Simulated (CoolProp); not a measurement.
Vapour-liquid equilibrium of isobutane (1) + isobutene (2) at 0.918 bar; x and y are mole fractions of (1).

Model: multi-fluid Helmholtz-energy mixture model, Bücker 2006 and Lemmon 2005; pair parameters Bell 2016, in CoolProp.

| x | bubble temperature, mixture model (K) | bubble temperature, Raoult's law (K) | y, mixture model | y, Raoult's law |
|---|---|---|---|---|
| 0.05 | 263.3 | 263.4 | 0.063 | 0.060 |
| 0.2 | 262.3 | 262.6 | 0.238 | 0.232 |
| 0.35 | 261.5 | 261.9 | 0.397 | 0.394 |
| 0.5 | 260.7 | 261.2 | 0.545 | 0.547 |
| 0.65 | 260.1 | 260.5 | 0.686 | 0.692 |
| 0.8 | 259.5 | 259.8 | 0.822 | 0.829 |
| 0.95 | 259.1 | 259.1 | 0.956 | 0.958 |

The largest gap from Raoult's law is -0.5 K in bubble temperature, at x = 0.5. No azeotrope shows between x = 0.05 and 0.95.

Pair parameters are fitted to limited data, so mixtures are less certain than the pure fluids.
